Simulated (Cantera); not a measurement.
Charge: 1 mol Si3N4, 3.7 mol HF, 5 mol N2, 1.6 mol NF3, held at 1325 K and 29.3 Torr.

These are equilibrium values from Cantera (NASA tables, ideal gas, pure condensed phases), not measurements of a reactor. Candidate condensed phases: Si, Si3N4; 37 gas species. The tables' values for SiF3, SiF2 are old estimates; treat these amounts as uncertain. The numbers say what is thermodynamically allowed, not how fast it happens.

Base state: N2 0.644, SiF4 0.186, H2 0.163, HF 0.00311, SiF3 0.00279, SiHF3 0.00115, SiF2 3.38e-5 (mole fractions); condensed: Si3N4(s).

Problem. What changes in the equilibrium state with this change: temperature from 1325 K to 875 K?

Solution. 
```
species         before     after
-------------  -------  --------
N2               0.644     0.645
SiF4             0.186     0.190
H2               0.163     0.165
HF             0.00311  0.000138
SiF3           0.00279   4.87e-7
SiF2           3.38e-5     <1e-9
SiHF3          0.00115   4.71e-5
Si3N4(s), mol    0.291     0.292
```
